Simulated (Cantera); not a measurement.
Source: NASA polynomial tables (part measured, part estimated), evaluated in Cantera. Values are per mole of reaction as written; species without (g) are pure solids or liquids, kept so even where they would boil at 1 bar.

Pb + CO2(g) = PbO(g) + CO(g), with ΔH° = 353.3 kJ and ΔS° = 159.1 J/K at 300 K.

Q: How far is the shortcut ΔG° ≈ ΔH°(300 K) − T·ΔS°(300 K) from the full temperature-dependent value at 398, 548, 698, 848, 998, 1148, 1298, 1448, 1598 K?

A: 
| T (K) | shortcut (kJ) | full (kJ) | difference (kJ) | difference in log10 K | condensed phases |
|---|---|---|---|---|---|
| 398 | 289.9 | 290.0 | 0.0 | 0.01 | Pb(s) |
| 548 | 266.1 | 266.5 | -0.4 | 0.04 | Pb(s) |
| 698 | 242.2 | 244.1 | -1.9 | 0.14 | Pb(l) |
| 848 | 218.4 | 222.6 | -4.2 | 0.26 | Pb(l) |
| 998 | 194.5 | 201.4 | -6.9 | 0.36 | Pb(l) |
| 1148 | 170.6 | 180.5 | -9.9 | 0.45 | Pb(l) |
| 1298 | 146.8 | 159.9 | -13.1 | 0.53 | Pb(l) |
| 1448 | 122.9 | 139.5 | -16.6 | 0.60 | Pb(l) |
| 1598 | 99.0 | 119.4 | -20.3 | 0.66 | Pb(l) |
The shortcut ignores heat capacities and the phase changes listed.
